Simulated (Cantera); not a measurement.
Gas mixture: 100 % O2, at 660 Pa, frozen composition.

Cantera's kinetic-theory transport with the Lennard-Jones parameters of GRI-Mech 3.0, ideal gas; thermal conductivity in the mixture-averaged form.

One state of this run: ρ (kg/m³) = 0.00181; cp (J/kg/K) = 1134; μ (µPa s) = 59.7; λ (mW/m/K) = 95.7; Pr = 0.707; D (cm²/s) OH = 671; D (cm²/s) CO2 = 350; D (cm²/s) N2 = 438. D: mixture-averaged diffusion coefficient of that species in the mixture.

Q: Which value of T (K) does it belong to?
A. 1600
B. 600
C. 1400
D. 1200

A: C, 1400
